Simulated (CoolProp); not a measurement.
R141b along the isotherm 129.05 °C: fugacity coefficient from the reference equation and from simpler models built on Tc = 204.4 °C, pc = 4.212 MPa, ω = 0.220; each cubic takes its own stable root.

Model: reference Helmholtz-energy equation of state, Lemmon 2006, in CoolProp. It is a short technical equation, of lower accuracy than the large ones.

| p (MPa) | phase | reference | van der Waals | Redlich-Kwong | Soave-Redlich-Kwong | Peng-Robinson |
|---|---|---|---|---|---|---|
| 0.79 | gas | 0.8920 | 0.9165 | 0.8972 | 0.8916 | 0.8842 |
| 1.58 | liquid | 0.6555 | 0.8323 | 0.7591 | 0.6624 | 0.6467 |
| 2.37 | liquid | 0.4492 | 0.6857 | 0.5228 | 0.4556 | 0.4431 |
| 3.16 | liquid | 0.3463 | 0.5378 | 0.4049 | 0.3524 | 0.3415 |
| 3.95 | liquid | 0.2847 | 0.4495 | 0.3343 | 0.2906 | 0.2807 |
| 4.74 | liquid | 0.2438 | 0.3911 | 0.2875 | 0.2496 | 0.2402 |
| 5.53 | liquid | 0.2147 | 0.3498 | 0.2542 | 0.2205 | 0.2114 |
| 6.32 | liquid | 0.1930 | 0.3191 | 0.2293 | 0.1987 | 0.1899 |

At some of these states van der Waals gives the other phase, because its saturation line lies elsewhere.
